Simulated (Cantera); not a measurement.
Counterflow diffusion flame

A counterflow diffusion flame at 825 Torr, nozzles 20 mm apart: fuel side 75.6 % CH4, 4.69 % H2, 19.7 % N2 at 575 K, oxidiser side 24.0 % O2, 76.0 % N2 at 525 K, fuel mass flux 0.78 times the oxidiser's; mixture-averaged transport, no radiation.

Detailed kinetics in Cantera: GRI-Mech 3.0 (53 species, 325 reactions). GRI-Mech 3.0 has no aromatics or soot, which form on the fuel side of real flames. The maximum strain rate includes the flame's own expansion and is several times the mean.

```csv
oxidiser flux (kg/m²/s),max strain (1/s),mean strain (1/s),T max (K),peak x OH,peak x H,peak x NO,peak x CO,peak x C2H2
0.66,445,108,2213,0.0112,0.00585,0.000333,0.0655,0.0147
0.92,601,151,2200,0.0111,0.00611,0.000302,0.0645,0.0140
1.3,826,213,2184,0.0110,0.00635,0.000266,0.0635,0.0132
1.8,1120,295,2166,0.0108,0.00653,0.000229,0.0628,0.0123
2.5,1510,410,2147,0.0105,0.00668,0.000191,0.0623,0.0114
3.5,2080,574,2123,0.0100,0.00674,0.000150,0.0619,0.0103
5,2900,820,2092,0.00937,0.00663,0.000107,0.0619,0.00886
6.9,3920,1130,2051,0.00842,0.00627,6.89e-5,0.0619,0.00713
```
x: mole fraction; the columns are a selection and need not sum to one.
